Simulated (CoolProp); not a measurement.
Properties of CH2F2 (R32) along the isobar 70.8 bar.

Values from CoolProp's reference Helmholtz-energy equation of state, Tillner-Roth 1997.

```
T (K)          phase  cv (kJ/(kg K))  isothermal compressibility (1/MPa)  expansivity (1/kK)
-----  -------------  --------------  ----------------------------------  ------------------
237.3         liquid          0.9365                            0.001663               2.325
247.5         liquid          0.9348                            0.001933               2.464
257.7         liquid          0.9348                            0.002269               2.629
267.9         liquid          0.9366                            0.002694               2.827
278.1         liquid          0.9401                            0.003247               3.070
288.2         liquid          0.9451                            0.003980               3.374
298.4         liquid          0.9521                            0.005010               3.772
308.6         liquid          0.9611                            0.006526               4.317
318.8         liquid          0.9730                            0.008932               5.109
328.9         liquid          0.9890                             0.01315               6.365
339.1         liquid           1.013                             0.02231               8.760
349.3         liquid           1.059                             0.05170               15.16
359.5  supercritical           1.216                              0.4664               74.68
369.7  supercritical           1.143                              0.4281               31.70
```
